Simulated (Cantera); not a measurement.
A closed system holds: 1 mol Nb, 13 mol N2O, 24 mol N2, at 2675 K and 2.90 mbar.

These are equilibrium values from Cantera (NASA tables, ideal gas, pure condensed phases), not measurements of a reactor. Candidate condensed phases: Nb, NbO, NbO2, Nb2O5; 12 gas species. Kinetics and transport are ignored.

Base state: N2 0.788, O 0.130, O2 0.0463, NbO2 0.0214, NO 0.0144, NbO 9.81e-5, N 2.19e-5 (mole fractions); condensed: gas only.

Problem. What changes in the equilibrium state with this change: pressure from 2.90 mbar to 0.920 Pa?

Solution. 
| species | before | after |
|---|---|---|
| N2 | 0.788 | 0.748 |
| O | 0.130 | 0.229 |
| NbO2 | 0.0214 | 0.0111 |
| O2 | 0.0463 | 0.000460 |
| NO | 0.0144 | 0.00140 |
| NbO | 9.81e-5 | 0.00910 |
| N | 2.19e-5 | 0.000379 |

Problem. What changes in the equilibrium state with this change: Nb replaced by Cr?

Solution. 
```csv
species,before,after
N2,0.788,0.773
O,0.130,0.138
O2,0.0463,0.0527
NbO2,0.0214,0
CrO,0,0.00958
NO,0.0144,0.0152
Cr,0,0.00874
CrO2,0,0.00277
NbO,9.81e-5,0
N,2.19e-5,2.17e-5
```
Further candidate phases: Cr, CrN, Cr2N, Cr2O3.

Problem. What changes in the equilibrium state with this change: temperature from 2675 K to 1948 K?

Solution. 
```tsv
species	before	after
N2	0.788	0.872
O2	0.0463	0.120
NO	0.0144	0.00526
O	0.130	0.00286
NbO2	0.0214	2.73e-5
NbO	9.81e-5	<1e-9
N	2.19e-5	7.24e-9
Nb2O5(l), mol	0	0.499
```
Condensed phases not in the tables: the oxides between NbO2 and Nb2O5.
